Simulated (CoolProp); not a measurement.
Vapour-liquid equilibrium of ethylbenzene (1) + p-xylene (2) at 0.179 bar; x and y are mole fractions of (1).

Computed with CoolProp (multi-fluid Helmholtz-energy mixture model, Zhou 2012 and Zhou 2012; pair parameters Bell 2016).

Q: Give the bubble temperature and the first vapour's composition at x = 0.35, 0.5, 0.65. Is there an azeotrope?

A: x = 0.35: 82.7 °C, y = 0.366; x = 0.5: 82.5 °C, y = 0.516; x = 0.65: 82.2 °C, y = 0.663. No azeotrope shows between x = 0.05 and 0.95.

Pair parameters are fitted to limited data, so mixtures are less certain than the pure fluids.
